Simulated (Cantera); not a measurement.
A Cantera script and what it prints.

```python
import numpy as np
import cantera as ct

gas_names = """
    AL ALCL ALCL2 ALCL3 ALH ALN AL2 AL2CL6 CL CL2 H HCL H2 N NH NH2 NH3 N2 N2H2 N2H4
""".split()
cond_names = """
    AL(cr) AL(L) ALCL3(s) ALCL3(L) ALN(s) NH4CL(a) NH4CL(b)
""".split()


# ... load() reads the species with a 1 bar reference pressure and builds the phases ...
atoms = {
    'AlN': {'AL': 1, 'N': 1},
    'HCl': {'H': 1, 'CL': 1},
    'H2': {'H': 2},
}
top_T = {'ALN(s)': 2750}  # K; cautious upper limits of use, not melting points


# ... equilibrate(T, P, feed) seeds the gas with the atoms and calls Mixture.equilibrate('TP', solver="vcs", rtol=1e-11, max_steps=5000) ...
results = []
feed = {'AlN': 1, 'HCl': 3.5, 'H2': 23}  # mol
P = 5800  # Pa
for T in [773, 873, 973, 1073, 1173, 1273, 1373, 1473, 1573, 1673]:
    mix = equilibrate(T, P, feed)
    results.append((T, P, feed, dict(zip(mix.species_names, mix.species_moles))))
    x = sorted(zip(gas.X, gas.species_names), reverse=True)
    print(f"T = {T:g} K  P = {P:g} Pa  gas = {mix.phase_moles(0):.4g} mol")
    print("   x: " + "  ".join(f"{s} {v:.3e}" for v, s in x if v > 1e-05))
    print("   condensed (mol): " + ("  ".join(f"{mix.phase(i).name} {mix.phase_moles(i):.4g}"
          for i in range(1, mix.n_phases) if mix.phase_moles(i) > 1e-12) or "none"))
```

Output:

```
T = 773 K  P = 5800 Pa  gas = 26.5 mol
   x: H2 9.007e-01  HCL 6.687e-02  ALCL3 2.141e-02  N2 1.086e-02  AL2CL6 1.656e-04  NH3 2.047e-05
   condensed (mol): ALN(s) 0.4239
T = 873 K  P = 5800 Pa  gas = 26.5 mol
   x: H2 9.023e-01  HCL 6.343e-02  ALCL3 2.284e-02  N2 1.144e-02  AL2CL6 2.298e-05
   condensed (mol): ALN(s) 0.3936
T = 973 K  P = 5800 Pa  gas = 26.5 mol
   x: H2 9.037e-01  HCL 6.058e-02  ALCL3 2.382e-02  N2 1.191e-02
   condensed (mol): ALN(s) 0.3685
T = 1073 K  P = 5800 Pa  gas = 26.5 mol
   x: H2 9.048e-01  HCL 5.829e-02  ALCL3 2.459e-02  N2 1.230e-02
   condensed (mol): ALN(s) 0.3482
T = 1173 K  P = 5800 Pa  gas = 26.5 mol
   x: H2 9.057e-01  HCL 5.642e-02  ALCL3 2.519e-02  N2 1.262e-02  ALCL2 3.982e-05
   condensed (mol): ALN(s) 0.3313
T = 1273 K  P = 5800 Pa  gas = 26.5 mol
   x: H2 9.064e-01  HCL 5.484e-02  ALCL3 2.558e-02  N2 1.292e-02  ALCL2 2.164e-04  ALCL 3.918e-05
   condensed (mol): ALN(s) 0.3152
T = 1373 K  P = 5800 Pa  gas = 26.52 mol
   x: H2 9.065e-01  HCL 5.336e-02  ALCL3 2.546e-02  N2 1.339e-02  ALCL2 9.006e-04  ALCL 4.181e-04  H 1.316e-05
   condensed (mol): ALN(s) 0.2898
T = 1473 K  P = 5800 Pa  gas = 26.62 mol
   x: H2 9.039e-01  HCL 5.152e-02  ALCL3 2.369e-02  N2 1.483e-02  ALCL 3.067e-03  ALCL2 2.903e-03  H 4.994e-05
   condensed (mol): ALN(s) 0.2104
T = 1573 K  P = 5800 Pa  gas = 26.94 mol
   x: H2 8.931e-01  HCL 5.107e-02  N2 1.856e-02  ALCL3 1.774e-02  ALCL 1.314e-02  ALCL2 6.238e-03  H 1.595e-04
   condensed (mol): none
T = 1673 K  P = 5800 Pa  gas = 27.15 mol
   x: H2 8.788e-01  HCL 6.552e-02  ALCL 2.018e-02  N2 1.842e-02  ALCL3 9.893e-03  ALCL2 6.768e-03  H 4.433e-04  CL 2.581e-05
   condensed (mol): none
```

Method: chemical equilibrium by Gibbs-energy minimisation in Cantera with the NASA 1993 tables (ideal gas, pure condensed phases). The tables' values for AlCl2 are old estimates; treat these amounts as uncertain.
